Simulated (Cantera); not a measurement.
Feed: 1 mol SiO2, 2.9 mol MgO, 0.51 mol H2O, at 2150 °C and 1.33 mbar.

Cantera equilibrium calculation (NASA polynomials, part measured and part estimated; ideal gas, pure solids and liquids). Candidate condensed phases: H2O, Mg, MgO, Mg(OH)2, MgSiO3, Mg2SiO4, Si, SiO2; 24 gas species. The tables' values for SiO2, MgH are old estimates; treat these amounts as uncertain. Condensed phases not in the tables: alloys, solid solutions and most ternary compounds. The numbers say what is thermodynamically allowed, not how fast it happens.

### Question
What is the equilibrium state?

### Answer
```
Item                                 Result
--------------------------------  ---------
x(Mg)                                 0.396
x(O2)                                 0.202
x(O)                                  0.121
x(SiO)                                0.110
x(H)                                 0.0522
x(H2O)                               0.0469
x(OH)                                0.0401
x(MgO)                               0.0144
x(H2)                                0.0116
n(Mg2SiO4(l))                     0.454 mol
gas amount                        4.825 mol
log10 activity of Mg(l) (absent)      -5.32
log10 activity of Si(l) (absent)      -7.99
```
